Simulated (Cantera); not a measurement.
**Pyrogenic steam for wet oxidation**

An isothermal, constant-pressure homogeneous reactor starts with 21.7 % H2, 9.43 % O2, 68.9 % N2, at 850 K and 0.250 bar.

Model: GRI-Mech 3.0 (53 species, 325 reactions), integrated in Cantera. Below about 950 K walls govern HO2 and H2O2 in real vessels. The temperature is held fixed by assumption; the heat of reaction is taken as removed at once.

```json
[
 {"t (s)": "1.00e-6", "x H2": "0.217", "x O2": "0.0943", "x H": "<1e-12", "x HO2": "<1e-12", "x OH": "<1e-12", "x NO2": "<1e-12", "x N2O": "<1e-12"},
 {"t (s)": "6.45e-6", "x H2": "0.217", "x O2": "0.0943", "x H": "<1e-12", "x HO2": "<1e-12", "x OH": "<1e-12", "x NO2": "<1e-12", "x N2O": "<1e-12"},
 {"t (s)": "4.16e-5", "x H2": "0.217", "x O2": "0.0943", "x H": "1.13e-12", "x HO2": "1.41e-12", "x OH": "<1e-12", "x NO2": "<1e-12", "x N2O": "<1e-12"},
 {"t (s)": "0.000268", "x H2": "0.217", "x O2": "0.0943", "x H": "7.26e-12", "x HO2": "1.53e-11", "x OH": "<1e-12", "x NO2": "<1e-12", "x N2O": "<1e-12"},
 {"t (s)": "0.00173", "x H2": "0.217", "x O2": "0.0943", "x H": "5.93e-11", "x HO2": "4.07e-10", "x OH": "<1e-12", "x NO2": "<1e-12", "x N2O": "<1e-12"},
 {"t (s)": "0.0112", "x H2": "0.217", "x O2": "0.0943", "x H": "3.84e-9", "x HO2": "7.26e-8", "x OH": "5.30e-11", "x NO2": "<1e-12", "x N2O": "<1e-12"},
 {"t (s)": "0.0721", "x H2": "0.100", "x O2": "0.0351", "x H": "1.45e-8", "x HO2": "5.27e-6", "x OH": "3.93e-10", "x NO2": "2.86e-8", "x N2O": "1.24e-9"},
 {"t (s)": "0.465", "x H2": "0.100", "x O2": "0.0351", "x H": "2.00e-8", "x HO2": "4.25e-6", "x OH": "5.51e-10", "x NO2": "2.75e-8", "x N2O": "1.25e-9"},
 {"t (s)": "3.00", "x H2": "0.0990", "x O2": "0.0343", "x H": "9.66e-8", "x HO2": "8.42e-6", "x OH": "3.40e-9", "x NO2": "2.25e-8", "x N2O": "1.28e-9"}
]
```
x: mole fraction; the columns are a selection and need not sum to one.

Equilibrium at this temperature and pressure: H2 0.0312, O2 <1e-12, H 7.29e-12, HO2 <1e-12, OH <1e-12, NO2 <1e-12, N2O <1e-12 (gas phase only).
